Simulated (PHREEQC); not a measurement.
**Buffer: an equilibrium model**

Consider water at 25 °C with 0.18 mol KHCO3 and 6.3e-05 mol K2HPO4 per kg of water. Closed to the air; pH follows from the charge balance.

The numbers come from PHREEQC with the ion-association model, phreeqc.dat.

Each row changes one thing in this solution. This is a speciation only: nothing precipitates in the calculation.

```json
[
 {"case": "as made", "pH": "8.09", "ionic strength (mol/kgw)": "0.182", "HPO4-2 (mol/kgw)": "5.44e-5", "KHPO4- (mol/kgw)": "5.62e-6", "H2PO4- (mol/kgw)": "2.95e-6", "PO4-3 (mol/kgw)": "1.65e-8"},
 {"case": "K2HPO4 from 6.3e-05 to 9.45e-05 mol/kgw", "pH": "8.09", "ionic strength (mol/kgw)": "0.183", "HPO4-2 (mol/kgw)": "8.16e-5", "KHPO4- (mol/kgw)": "8.43e-6", "H2PO4- (mol/kgw)": "4.42e-6", "PO4-3 (mol/kgw)": "2.48e-8"},
 {"case": "KHCO3 left out", "pH": "8.48", "ionic strength (mol/kgw)": "0.000186", "HPO4-2 (mol/kgw)": "5.99e-5", "KHPO4- (mol/kgw)": "1.38e-8", "H2PO4- (mol/kgw)": "3.08e-6", "PO4-3 (mol/kgw)": "8.74e-9"},
 {"case": "K2HPO4 from 6.3e-05 to 0.000126 mol/kgw", "pH": "8.09", "ionic strength (mol/kgw)": "0.183", "HPO4-2 (mol/kgw)": "0.000109", "KHPO4- (mol/kgw)": "1.12e-5", "H2PO4- (mol/kgw)": "5.89e-6", "PO4-3 (mol/kgw)": "3.31e-8"},
 {"case": "K2HPO4 from 6.3e-05 to 6.93e-05 mol/kgw", "pH": "8.09", "ionic strength (mol/kgw)": "0.182", "HPO4-2 (mol/kgw)": "5.99e-5", "KHPO4- (mol/kgw)": "6.18e-6", "H2PO4- (mol/kgw)": "3.24e-6", "PO4-3 (mol/kgw)": "1.82e-8"}
]
```
